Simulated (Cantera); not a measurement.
Feed: 1 mol Cr₂O₃, 28 mol H₂, 1.3 mol N₂, equilibrated at 1000 K.

These are equilibrium values from Cantera (NASA tables, ideal gas, pure condensed phases), not measurements of a reactor. Candidate condensed phases: Cr, CrN, Cr₂N, Cr₂O₃, H₂O; 29 gas species. Rates play no part.

x: gas mole fraction; n: condensed amount in mol.

```json
[
 {"P (Pa)": "10", "x H₂": "0.956", "x N₂": "0.0444", "x NH₃": "1.15e-8", "x H₂O": "…", "x H": "2.22e-7", "n Cr₂O₃(s)": "1.000", "n Cr₂N(s)": "0", "n CrN(s)": "0"},
 {"P (Pa)": "36", "x H₂": "0.956", "x N₂": "0.0444", "x NH₃": "4.12e-8", "x H₂O": "…", "x H": "1.17e-7", "n Cr₂O₃(s)": "1.000", "n Cr₂N(s)": "0", "n CrN(s)": "0"},
 {"P (Pa)": "130", "x H₂": "0.956", "x N₂": "0.0444", "x NH₃": "1.49e-7", "x H₂O": "…", "x H": "6.15e-8", "n Cr₂O₃(s)": "1.000", "n Cr₂N(s)": "0.000119", "n CrN(s)": "0"},
 {"P (Pa)": "460", "x H₂": "0.956", "x N₂": "0.0444", "x NH₃": "5.27e-7", "x H₂O": "…", "x H": "3.27e-8", "n Cr₂O₃(s)": "1.000", "n Cr₂N(s)": "0.000147", "n CrN(s)": "0"},
 {"P (Pa)": "1700", "x H₂": "0.956", "x N₂": "0.0444", "x NH₃": "1.95e-6", "x H₂O": "…", "x H": "1.70e-8", "n Cr₂O₃(s)": "1.000", "n Cr₂N(s)": "0.000183", "n CrN(s)": "0"},
 {"P (Pa)": "6000", "x H₂": "0.956", "x N₂": "0.0444", "x NH₃": "6.87e-6", "x H₂O": "…", "x H": "9.06e-9", "n Cr₂O₃(s)": "1.000", "n Cr₂N(s)": "0", "n CrN(s)": "0.000514"},
 {"P (Pa)": "22000", "x H₂": "0.956", "x N₂": "0.0443", "x NH₃": "2.52e-5", "x H₂O": "…", "x H": "4.73e-9", "n Cr₂O₃(s)": "1.000", "n Cr₂N(s)": "0", "n CrN(s)": "0.000792"},
 {"P (Pa)": "77000", "x H₂": "0.956", "x N₂": "0.0443", "x NH₃": "8.81e-5", "x H₂O": "…", "x H": "2.53e-9", "n Cr₂O₃(s)": "0.999", "n Cr₂N(s)": "0", "n CrN(s)": "0.00120"},
 {"P (Pa)": "280000", "x H₂": "0.955", "x N₂": "0.0442", "x NH₃": "0.000320", "x H₂O": "…", "x H": "1.33e-9", "n Cr₂O₃(s)": "0.999", "n Cr₂N(s)": "0", "n CrN(s)": "0.00185"},
 {"P (Pa)": "1000000", "x H₂": "0.955", "x N₂": "0.0438", "x NH₃": "0.00114", "x H₂O": "…", "x H": "7.01e-10", "n Cr₂O₃(s)": "0.999", "n Cr₂N(s)": "0", "n CrN(s)": "0.00281"}
]
```

**Question.** What belongs in the gaps?

**Answer.** 
- 10, x H₂O: 7.96e-6
- 36, x H₂O: 9.85e-6
- 130, x H₂O: 1.22e-5
- 460, x H₂O: 1.51e-5
- 1700, x H₂O: 1.87e-5
- 6000, x H₂O: 2.63e-5
- 22000, x H₂O: 4.06e-5
- 77000, x H₂O: 6.16e-5
- 280000, x H₂O: 9.46e-5
- 1000000, x H₂O: 0.000144
